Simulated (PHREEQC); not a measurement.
0.52 g of hydrous ferric oxide (600 m²/g; 0.2 weak and 0.005 strong sites per Fe, Dzombak-Morel constants, diffuse double layer) in 1 kg of water with 0.1 mol/kgw of an inert sodium salt and 2.1e-05 mol H3BO3 and 1.1e-05 mol SrCl2, at 25 °C; the pH is set by adding NaOH or the inert anion's acid. O2 is buffered at 0.21 atm. No CO2 enters from the air. Precipitation was switched off in this run.

Computed with PHREEQC (ion-association model, wateq4f.dat).

| pH | B sorbed (%) | Sr sorbed (%) | surface charge σ (C/m²) | surface potential ψ (mV) |
|---|---|---|---|---|
| 3 | 0.0 | 0.0 | 0.363 | 153 |
| 3.5 | 0.0 | 0.0 | 0.350 | 151 |
| 4 | 0.1 | 0.0 | 0.321 | 146 |
| 4.5 | 0.1 | 0.0 | 0.273 | 138 |
| 5 | 0.2 | 0.0 | 0.215 | 126 |
| 5.5 | 0.3 | 0.0 | 0.159 | 111 |
| 6 | 0.3 | 0.1 | 0.111 | 93 |
| 6.5 | 0.4 | 0.3 | 0.074 | 74 |
| 7 | 0.4 | 1.5 | 0.045 | 52 |
| 7.5 | 0.4 | 8.1 | 0.023 | 30 |
| 8 | 0.4 | 33.6 | 0.004 | 6 |
| 8.5 | 0.3 | 72.7 | -0.013 | -18 |
| 9 | 0.2 | 93.6 | -0.033 | -41 |

The oxide is taken as insoluble; below pH 4 it would dissolve.
